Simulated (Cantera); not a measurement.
Feed: 1 mol CaF2, 0.85 mol O2, 4 mol N2, 8.4 mol H2, held at 0.850 Pa.

Cantera equilibrium calculation (NASA polynomials, part measured and part estimated; ideal gas, pure solids and liquids). Candidate condensed phases: Ca, CaF2, CaO, Ca(OH)2, H2O; 47 gas species. Kinetics and transport are ignored.

Q: At 1925 K, list the 4 most abundant gas species with their mole fractions, and the condensed phases.

A: H2 0.330, N2 0.263, H 0.188, HF 0.0983. Condensed: CaO(s).
